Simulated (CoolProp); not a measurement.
A Linde-Hampson liquefier for nitrogen: isothermal reversible compression at 280 K from 1 atm to 25 MPa, throttling to 1 atm, return gas leaving the recuperator 5 K below the feed. Each further row changes one setting.

Computed with CoolProp (reference Helmholtz-energy equation of state, Span 2000).

```csv
case,liquid yield per pass,compression work (kJ/kg of gas)
as stated,0.091,457
high pressure 50 MPa,0.098,527
warm-end temperature 310 K,0.064,510
warm-end gap 10 K,0.079,457
```
